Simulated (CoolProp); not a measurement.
A single-stage vapour-compression cycle with CH3F (R41): evaporating at 198.15 K (dew point), condensing at 225.15 K (bubble point), superheat 2 K, subcooling 5 K, compressor efficiency 0.9, no pressure losses. Each further row changes one setting.

Computed with CoolProp (reference Helmholtz-energy equation of state, Lemmon 2006). It is a short technical equation, of lower accuracy than the large ones.

```
case                              cooling COP  pressure ratio  discharge temperature (K)  refrigerating effect (kJ/kg)  volumetric capacity (kJ/m³)
--------------------------------  -----------  --------------  -------------------------  ----------------------------  ---------------------------
as stated                                5.87            3.47                      274.3                           439                         1140
evaporating temperature 203.15 K         7.58            2.68                      263.3                           442                         1470
condensing temperature 220.15 K          7.38            2.83                      260.6                           450                         1170
subcooling 10 K                          6.01            3.47                      274.3                           450                         1170
superheat 12 K                           5.69            3.47                      288.2                           451                         1110
compressor efficiency 0.8                5.22            3.47                      282.2                           439                         1140
```
